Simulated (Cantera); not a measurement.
# Gas-phase reforming

An isothermal, constant-pressure homogeneous reactor starts with 72.1 % CH₄, 23.8 % H₂O, 4.11 % H₂, at 1598 K and 1130 Torr.

Computed with Cantera and GRI-Mech 3.0 (53 species, 325 reactions). GRI-Mech 3.0 stops at C3 and has no aromatics, soot or wall deposition, so with more carbon than oxygen in the feed, carbon stays in small species such as C2H2 where larger ones or solid carbon would form.

```csv
t (s),x CH₄,x H₂O,x H₂,x CH₃,x O,x HO₂
5.00e-6,0.721,0.238,0.0411,5.01e-5,<1e-12,<1e-12
2.88e-5,0.721,0.238,0.0412,0.000247,2.23e-12,<1e-12
0.000166,0.719,0.238,0.0422,0.000477,8.21e-12,<1e-12
0.000954,0.705,0.237,0.0516,0.000751,2.02e-11,<1e-12
0.00549,0.607,0.225,0.131,0.000661,1.63e-11,<1e-12
0.0316,0.357,0.188,0.347,0.000354,6.57e-12,<1e-12
0.182,0.126,0.146,0.549,0.000138,4.03e-12,<1e-12
1.05,0.0885,0.0910,0.619,0.000100,2.89e-12,<1e-12
6.03,0.0818,0.0183,0.678,8.83e-5,<1e-12,<1e-12
34.7,0.0793,2.50e-5,0.694,8.46e-5,<1e-12,<1e-12
200,0.0793,1.77e-6,0.694,8.46e-5,<1e-12,<1e-12
```
x: mole fraction; the columns are a selection and need not sum to one.

Equilibrium at this temperature and pressure: CH₄ 0.0793, H₂O 1.79e-6, H₂ 0.694, CH₃ 8.46e-5, O <1e-12, HO₂ <1e-12 (gas phase only).
